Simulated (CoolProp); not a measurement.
Vapour-liquid equilibrium of n-hexane (1) + cyclohexane (2) at 115.25 °C; x and y are mole fractions of (1).

Computed with CoolProp (multi-fluid Helmholtz-energy mixture model, Thol 2019 and Zhou 2014; pair parameters Bell 2016).

Question: Give the bubble pressure and the first vapour's composition at x = 0.15, 0.25, 0.35. Is there an azeotrope?

Answer: x = 0.15: 2.759 bar, y = 0.201; x = 0.25: 2.873 bar, y = 0.317; x = 0.35: 2.980 bar, y = 0.424. No azeotrope shows between x = 0.05 and 0.95.

Pair parameters are fitted to limited data, so mixtures are less certain than the pure fluids.
